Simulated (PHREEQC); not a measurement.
Dissolve 0.017 mol H2SO4, 0.031 mol AlCl3 and 0.011 mol KCl per kg of water at 20 °C. Closed to the air; pH follows from the charge balance.

Equilibrium calculation in PHREEQC: ion-association model, phreeqc.dat.

```tsv
quantity	before	after
pH	1.60	1.60
ionic strength (mol/kgw)	0.177	0.223
AlSO4+ (mol/kgw)	0.0105	0.0100
SO4-2 (mol/kgw)	0.00303	0.00331
HSO4- (mol/kgw)	0.00272	0.00273
Al(SO4)2- (mol/kgw)	0.000304	0.000290
SI of Gibbsite (Al(OH)3)	-6.15	-6.17
```

Problem. What was changed between the two runs?
A. temperature from 20 to 80 °C
B. 0.0098 mol/kgw HBr added
C. KCl from 0.011 to 0.055 mol/kgw
D. KCl left out

Solution. C, KCl from 0.011 to 0.055 mol/kgw

No solid was allowed to form.
